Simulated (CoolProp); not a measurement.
The fluid at 483.66 K and 1.3 MPa (gas) is heated at constant pressure to 498.7 K. The same conditions are run with several fluids, on thermodynamics alone (safety and materials aside).

Values from CoolProp's reference Helmholtz-energy equation of state of each fluid (tetrahydrofuran: Fiedler 2023; isobutane: Bücker 2006; n-perfluoropentane: Gao 2022; isohexane: Lemmon 2006; isobutene: Lemmon 2005).

| fluid | heat (kJ/kg) | final density (kg/m³) |
|---|---|---|
| tetrahydrofuran | 29.1 | 25.7 |
| isobutane | (withheld) | 19.5 |
| n-perfluoropentane | 16.3 | 102 |
| isohexane | (withheld) | 32.4 |
| isobutene | 35.8 | (withheld) |

Q: Complete the blanks.

A: 
- isobutane, heat (kJ/kg): 39.2
- isohexane, heat (kJ/kg): 40.9
- isobutene, final density (kg/m³): 18.8
